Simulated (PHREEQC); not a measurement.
Solution (25 °C): 0.0019 mol/kgw Na2HAsO4 and 2.9e-05 mol/kgw FeCl3. Closed to the air; pH follows from the charge balance.

The numbers come from PHREEQC with the ion-association model, wateq4f.dat.

```
Quantity                    Value
----------------  ---------------
pH                           8.34
ionic strength    0.00561 mol/kgw
total alkalinity      1.84 meq/kg
```

| species | molality | activity | log γ |
|---|---|---|---|
| Na+ | 0.00380 | 0.00351 | -0.034 |
| HAsO4-2 | 0.00180 | 0.00131 | -0.139 |
| H2AsO4- | 9.47e-5 | 8.74e-5 | -0.035 |
| Cl- | 8.70e-5 | 8.02e-5 | -0.035 |
| Fe(OH)3 | 2.32e-5 | 2.32e-5 | 0.001 |
| Fe(OH)4- | 4.95e-6 | 4.58e-6 | -0.034 |
| OH- | 2.35e-6 | 2.17e-6 | -0.035 |
| AsO4-3 | 1.30e-6 | 6.36e-7 | -0.312 |
| Fe(OH)2+ | 8.98e-7 | 8.31e-7 | -0.034 |
| H+ | 4.96e-9 | 4.62e-9 | -0.031 |

This is a speciation only: nothing precipitates in the calculation. The solution is supersaturated, for example in Fe(OH)3(a), Hematite (slow to form), so a real one may precipitate; this is no full list. The database's scorodite may be far more soluble than the real mineral, and it has no iron arsenate complexes; the constant wasn't checked at its source.
